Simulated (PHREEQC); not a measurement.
4.4 g of hydrous ferric oxide (600 m²/g; 0.2 weak and 0.005 strong sites per Fe, Dzombak-Morel constants, diffuse double layer) in 1 kg of water with 0.05 mol/kgw of an inert sodium salt and 0.023 mol NaH2PO4, at 25 °C; the pH is set by adding NaOH or the inert anion's acid. O2 is buffered at 0.21 atm. The system is closed to CO2. No solid was allowed to form.

Computed with PHREEQC (ion-association model, wateq4f.dat).

Problem. Predict P sorbed (%), surface charge σ (C/m²), surface potential ψ (mV) at pH = 5.12, 5.5, 5.88, 7.75.

Solution. 
```tsv
pH	P sorbed (%)	surface charge σ (C/m²)	surface potential ψ (mV)
5.12	42.7	-0.013	-21
5.5	42.5	-0.022	-33
5.88	42.2	-0.033	-46
7.75	32.7	-0.103	-92
```

Complexes and solids missing from the database can't appear. H3PO4, which wateq4f.dat lacks, is added to it with the constant of phreeqc.dat.
